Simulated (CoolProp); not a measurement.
Vapour-liquid equilibrium of carbon dioxide (1) + CH3F (R41) (2) at 262.7 K; x and y are mole fractions of (1).

Computed with CoolProp (multi-fluid Helmholtz-energy mixture model, Span 1996 and Lemmon 2006; pair parameters Bell 2016).

| x | bubble pressure, mixture model (bar) | bubble pressure, Raoult's law (bar) | y, mixture model | y, Raoult's law |
|---|---|---|---|---|
| 0.05 | 15.71 | 15.75 | 0.073 | 0.083 |
| 0.15 | 16.71 | 16.84 | 0.206 | 0.233 |
| 0.25 | 17.70 | 17.94 | 0.327 | 0.364 |
| 0.35 | 18.68 | 19.03 | 0.438 | 0.481 |
| 0.45 | 19.69 | 20.13 | 0.542 | 0.585 |
| 0.55 | 20.73 | 21.22 | 0.640 | 0.678 |
| 0.65 | 21.83 | 22.32 | 0.731 | 0.762 |
| 0.75 | 22.98 | 23.41 | 0.817 | 0.838 |
| 0.85 | 24.20 | 24.51 | 0.895 | 0.907 |
| 0.95 | 25.48 | 25.60 | 0.967 | 0.970 |

The largest gap from Raoult's law is -2.3 % in bubble pressure, at x = 0.55. No azeotrope shows between x = 0.05 and 0.95.

Pair parameters are fitted to limited data, so mixtures are less certain than the pure fluids.
